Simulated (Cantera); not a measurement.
A closed system holds: 1 mol FeCl2, 8.5 mol H2O, 0.29 mol N2, 1.7 mol O2, equilibrated at 1523.15 K and 6.10 mbar.

These are equilibrium values from Cantera (NASA tables, ideal gas, pure condensed phases), not measurements of a reactor. Candidate condensed phases: Fe, FeCl2, FeCl3, FeO, Fe(OH)2, Fe(OH)3, Fe2O3, Fe3O4, H2O, NH4Cl; 37 gas species. Equilibrium is a limit: real reactors are often held back by kinetics, nucleation or transport.

Base state: H2O 0.666, HCl 0.166, O2 0.134, N2 0.0255, Cl 0.00512, FeCl2 0.00235, OH 0.000787, NO 0.000196 (mole fractions); condensed: Fe3O4(s).

**Question.** What changes in the equilibrium state with this change: temperature from 1523.15 K to 1298.15 K?

**Answer.** 
```tsv
species	before	after
H2O	0.666	0.668
HCl	0.166	0.176
O2	0.134	0.129
Cl	0.00512	0.00144
N2	0.0255	0.0258
FeCl2	0.00235	0.000247
O	2.59e-5	7.85e-7
H2	5.97e-5	2.00e-6
OH	0.000787	8.40e-5
NO	0.000196	5.53e-5
Fe3O4(s), mol	0.324	0
Fe2O3(s), mol	0	0.499
```

**Question.** What changes in the equilibrium state with this change: temperature from 1523.15 K to 648.15 K?

**Answer.** 
| species | before | after |
|---|---|---|
| H2O | 0.666 | 0.686 |
| HCl | 0.166 | 0.151 |
| O2 | 0.134 | 0.123 |
| Cl2 | 3.45e-5 | 0.0142 |
| N2 | 0.0255 | 0.0260 |
| FeCl2 | 0.00235 | <1e-9 |
| OH | 0.000787 | <1e-9 |
| H2 | 5.97e-5 | <1e-9 |
| Cl | 0.00512 | 1.86e-7 |
| O | 2.59e-5 | <1e-9 |
| NO | 0.000196 | 1.11e-8 |
| Fe3O4(s), mol | 0.324 | 0 |
| Fe2O3(s), mol | 0 | 0.500 |
Condensed phases not in the tables: FeOCl.

**Question.** What changes in the equilibrium state with this change: pressure from 6.10 mbar to 0.100 bar?

**Answer.** 
| species | before | after |
|---|---|---|
| H2O | 0.666 | 0.669 |
| HCl | 0.166 | 0.172 |
| O2 | 0.134 | 0.128 |
| N2 | 0.0255 | 0.0257 |
| FeCl2 | 0.00235 | 0.00153 |
| FeCl3 | 3.18e-6 | 1.72e-5 |
| Cl2 | 3.45e-5 | 0.000145 |
| Fe3O4(s), mol | 0.324 | 0 |
| Fe2O3(s), mol | 0 | 0.491 |
